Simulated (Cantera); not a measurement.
A freely propagating, adiabatic, planar premixed flame of CH₄ : C₂H₆ : O₂ : N₂ = 1 : 0.11 : 2.84 : 10.7 (molar parts), unburnt at 300 K and 1.00 bar; multicomponent+Soret transport, grid criteria slope 0.08 and curve 0.16, no radiation.

Model: GRI-Mech 3.0 (53 species, 325 reactions), integrated in Cantera. Burning velocities carry a grid error of a few per cent, more on coarse grids.

Q: Predict: laminar burning velocity; thermal thickness; peak x(H); peak x(HCO).

A: 
```
Property                      Value
------------------------  ---------
laminar burning velocity  30.8 cm/s
thermal thickness          0.501 mm
peak x(H)                   0.00348
peak x(HCO)                 2.68e-5
```
